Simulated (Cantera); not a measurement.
## Pyrogenic steam for wet oxidation

An isothermal, constant-pressure homogeneous reactor starts with H₂ : O₂ : N₂ : H₂O = 1.2 : 1 : 4.5 : 0.11 (molar parts), equivalence ratio 0.60, at 1100 K and 100.0 Torr.

Cantera simulation using GRI-Mech 3.0 (53 species, 325 reactions); the numbers are that mechanism's predictions, not measurements. The temperature is held fixed by assumption; the heat of reaction is taken as removed at once.

```csv
t (s),x H₂,x O₂,x OH,x NO,x HO₂,x H₂O
0.000100,0.176,0.147,1.01e-9,<1e-12,3.66e-9,0.0162
0.000282,0.176,0.147,1.96e-7,<1e-12,1.57e-7,0.0162
0.000795,0.0284,0.0828,0.00364,1.23e-6,1.42e-5,0.137
0.00224,0.00373,0.0657,0.00126,4.03e-6,1.28e-5,0.204
0.00631,0.000361,0.0645,0.000292,4.07e-6,6.25e-6,0.210
0.0178,3.86e-5,0.0644,9.61e-5,4.04e-6,1.32e-6,0.211
0.0502,4.71e-6,0.0644,3.94e-5,4.02e-6,2.31e-7,0.211
0.141,7.91e-7,0.0644,1.87e-5,4.03e-6,5.09e-8,0.211
0.399,1.89e-7,0.0644,9.86e-6,4.05e-6,1.42e-8,0.211
1.12,5.56e-8,0.0644,5.53e-6,4.06e-6,4.70e-9,0.211
3.17,1.83e-8,0.0644,3.21e-6,4.07e-6,1.97e-9,0.211
8.93,6.78e-9,0.0644,1.95e-6,4.07e-6,1.33e-9,0.211
25.2,3.53e-9,0.0644,1.35e-6,4.06e-6,1.38e-9,0.211
71.0,3.04e-9,0.0644,1.23e-6,4.06e-6,1.44e-9,0.211
200,3.02e-9,0.0644,1.22e-6,4.06e-6,1.44e-9,0.211
```
x: mole fraction; the columns are a selection and need not sum to one.

Equilibrium at this temperature and pressure: H₂ 3.02e-9, O₂ 0.0644, OH 1.22e-6, NO 4.54e-5, HO₂ 1.44e-9, H₂O 0.211 (gas phase only).
